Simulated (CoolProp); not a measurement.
A closed Brayton cycle with carbon dioxide: compressor inlet 306.15 K and 8.4 MPa, high pressure 19.4 MPa, turbine inlet 805 K, compressor efficiency 0.89, turbine efficiency 0.93, recuperator effectiveness 0.8 (on enthalpy, no pinch check). Each further row changes one setting.

Model: reference Helmholtz-energy equation of state, Span 1996, in CoolProp.

```tsv
case	thermal efficiency (%)	net work (kJ/kg)	compressor to turbine work	compressor exit (K)	turbine exit (K)
as stated	28.5	94.3	0.16	328.1	702.9
turbine inlet 755 K	…	86.4	…	328.1	656.8
compressor inlet 316.15 K	29.0	…	0.29	…	702.9
high pressure 16.5 MPa	…	…	0.14	323.3	…
recuperator effectiveness 0.5	20.1	94.3	0.16	328.1	702.9
```

Q: Fill in the missing entries.

A: 
- turbine inlet 755 K, thermal efficiency (%): 27.6
- turbine inlet 755 K, compressor to turbine work: 0.17
- compressor inlet 316.15 K, net work (kJ/kg): 79.1
- compressor inlet 316.15 K, compressor exit (K): 375.5
- high pressure 16.5 MPa, thermal efficiency (%): 25.3
- high pressure 16.5 MPa, net work (kJ/kg): 78.3
- high pressure 16.5 MPa, turbine exit (K): 722.2
